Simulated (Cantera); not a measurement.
Source: NASA polynomial tables (part measured, part estimated), evaluated in Cantera. Values are per mole of reaction as written; species without (g) are pure solids or liquids, kept so even where they would boil at 1 bar. VN: taken at fixed stoichiometry.

4 V₂O₅ + 2 VN = 5 V₂O₄ + N₂(g), with ΔH° = -499.2 kJ and ΔS° = 112.4 J/K at 300 K.

Task: How far is the shortcut ΔG° ≈ ΔH°(300 K) − T·ΔS°(300 K) from the full temperature-dependent value at 775, 875, 975, 1075, 1175 K?

Result: 
| T (K) | shortcut (kJ) | full (kJ) | difference (kJ) | difference in log10 K | condensed phases |
|---|---|---|---|---|---|
| 775 | -586.3 | -646.5 | 60.2 | -4.06 | V₂O₅(s), VN(s), V₂O₄(s) |
| 875 | -597.6 | -671.7 | 74.1 | -4.42 | V₂O₅(s), VN(s), V₂O₄(s) |
| 975 | -608.8 | -688.0 | 79.2 | -4.24 | V₂O₅(l), VN(s), V₂O₄(s) |
| 1075 | -620.1 | -685.5 | 65.4 | -3.18 | V₂O₅(l), VN(s), V₂O₄(s) |
| 1175 | -631.3 | -682.6 | 51.3 | -2.28 | V₂O₅(l), VN(s), V₂O₄(s) |
The shortcut ignores heat capacities and the phase changes listed.
